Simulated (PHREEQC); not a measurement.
NaF is added in steps, without added water, to 1 kg of water holding 130 mmol/kgw H2SO4 and 5.4 mmol/kgw CO2, at 25 °C. O2 is buffered at 0.21 atm. No CO2 enters from the air. Only these solids could form: Mirabilite, Nahcolite, Natron.

Base run: PHREEQC, ion-association model, wateq4f.dat. Each further column changes one thing. The table gives NaSO4- (mol/kgw).

| NaF added (mol) | base | Davies equation for every ion | all activity coefficients set to 1 | database phreeqc.dat | Debye-Hückel limiting law |
|---|---|---|---|---|---|
| 0 | 0 | 0 | 0 | 0 | 0 |
| 0.02167 | 0.000773 | 0.000832 | 0.00105 | 0.000787 | 0.000551 |
| 0.05417 | 0.00224 | 0.00241 | 0.00325 | 0.00228 | 0.00146 |
| 0.07583 | 0.00349 | 0.00375 | 0.00531 | 0.00354 | 0.00212 |
| 0.1083 | 0.00585 | [?] | 0.00974 | 0.00591 | 0.00318 |
| 0.13 | 0.00781 | 0.00841 | 0.0139 | [?] | [?] |
| 0.1517 | 0.0101 | 0.0109 | 0.0191 | 0.0101 | 0.00464 |
| 0.1842 | 0.0141 | 0.0154 | 0.0287 | 0.0139 | 0.00573 |
| 0.2058 | 0.0171 | 0.0187 | 0.0360 | 0.0166 | 0.00640 |
| 0.2383 | 0.0216 | 0.0240 | 0.0469 | 0.0207 | 0.00727 |
| 0.26 | 0.0243 | 0.0273 | [?] | 0.0233 | 0.00769 |

Task: Some entries are withheld; supply them.

Result: 
- 0.1083, Davies equation for every ion: 0.00629
- 0.13, database phreeqc.dat: 0.00785
- 0.13, Debye-Hückel limiting law: 0.00391
- 0.26, all activity coefficients set to 1: 0.0534

wateq4f.dat counts part of the HF as a dimer, H2F2, which phreeqc.dat doesn't know; its constant is uncertain.  phreeqc.dat and wateq4f.dat share most of their constants, so their agreement is no independent check.
